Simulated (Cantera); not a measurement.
Charge: 1 mol (CH3)2SiCl2, 0.038 mol C2H4, 900 mol H2, at 100 Torr.

Cantera equilibrium calculation (NASA polynomials, part measured and part estimated; ideal gas, pure solids and liquids). Candidate condensed phases: C, C6H6, C7H8, C8H18, Si, SiC; 109 gas species. The feed counts by its element totals alone. Gases not in the tables: Si2H6 and higher silanes. Rates play no part.

**Question.** Which condensed phases are stable at each of these points (T (K)): 1250, 1400, 1550, 1700, 1850, 2000, 2150?

**Answer.** 
| T (K) | condensed phases | Si condensed (%) |
|---|---|---|
| 1250 | SiC(s) | 100.0 |
| 1400 | C(graphite) + SiC(s) | 100.0 |
| 1550 | C(graphite) + SiC(s) | 100.0 |
| 1700 | C(graphite) + SiC(s) | 99.9 |
| 1850 | C(graphite) + SiC(s) | 99.7 |
| 2000 | SiC(s) | 96.8 |
| 2150 | SiC(s) | 67.0 |

At 1250 K the condensed part is SiC(s). From 1400 K to 1850 K the condensed part is C(graphite) + SiC(s). From 2000 K to 2150 K the condensed part is SiC(s).
